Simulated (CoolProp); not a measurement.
Properties of CHF3 (R23) along the isobar 42.1 bar.

Values from CoolProp's reference Helmholtz-energy equation of state, Penoncello 2003.

```json
[
 {"T (K)": "279.3", "phase": "liquid", "cv (kJ/(kg K))": "0.7864", "Joule-Thomson coefficient (K/MPa)": "0.7797", "isothermal compressibility (1/MPa)": "0.02013"},
 {"T (K)": "297.1", "phase": "gas", "cv (kJ/(kg K))": "?", "Joule-Thomson coefficient (K/MPa)": "13.16", "isothermal compressibility (1/MPa)": "0.6983"},
 {"T (K)": "314.9", "phase": "gas", "cv (kJ/(kg K))": "0.7775", "Joule-Thomson coefficient (K/MPa)": "?", "isothermal compressibility (1/MPa)": "0.3859"},
 {"T (K)": "332.7", "phase": "gas", "cv (kJ/(kg K))": "0.7504", "Joule-Thomson coefficient (K/MPa)": "9.253", "isothermal compressibility (1/MPa)": "0.3266"},
 {"T (K)": "350.5", "phase": "gas", "cv (kJ/(kg K))": "0.7488", "Joule-Thomson coefficient (K/MPa)": "7.891", "isothermal compressibility (1/MPa)": "?"},
 {"T (K)": "368.3", "phase": "gas", "cv (kJ/(kg K))": "0.7577", "Joule-Thomson coefficient (K/MPa)": "6.808", "isothermal compressibility (1/MPa)": "0.2834"},
 {"T (K)": "386.1", "phase": "gas", "cv (kJ/(kg K))": "0.7716", "Joule-Thomson coefficient (K/MPa)": "?", "isothermal compressibility (1/MPa)": "0.2728"},
 {"T (K)": "403.8", "phase": "gas", "cv (kJ/(kg K))": "0.7879", "Joule-Thomson coefficient (K/MPa)": "5.213", "isothermal compressibility (1/MPa)": "0.2653"},
 {"T (K)": "421.6", "phase": "gas", "cv (kJ/(kg K))": "0.8055", "Joule-Thomson coefficient (K/MPa)": "4.610", "isothermal compressibility (1/MPa)": "0.2597"},
 {"T (K)": "439.4", "phase": "gas", "cv (kJ/(kg K))": "0.8237", "Joule-Thomson coefficient (K/MPa)": "4.102", "isothermal compressibility (1/MPa)": "0.2554"},
 {"T (K)": "457.2", "phase": "gas", "cv (kJ/(kg K))": "0.8419", "Joule-Thomson coefficient (K/MPa)": "3.669", "isothermal compressibility (1/MPa)": "0.2520"},
 {"T (K)": "475", "phase": "gas", "cv (kJ/(kg K))": "0.8600", "Joule-Thomson coefficient (K/MPa)": "3.296", "isothermal compressibility (1/MPa)": "0.2493"}
]
```

Q: Complete the blanks.

A: 
- 297.1, cv (kJ/(kg K)): 0.8981
- 314.9, Joule-Thomson coefficient (K/MPa): 10.99
- 350.5, isothermal compressibility (1/MPa): 0.2994
- 386.1, Joule-Thomson coefficient (K/MPa): 5.931
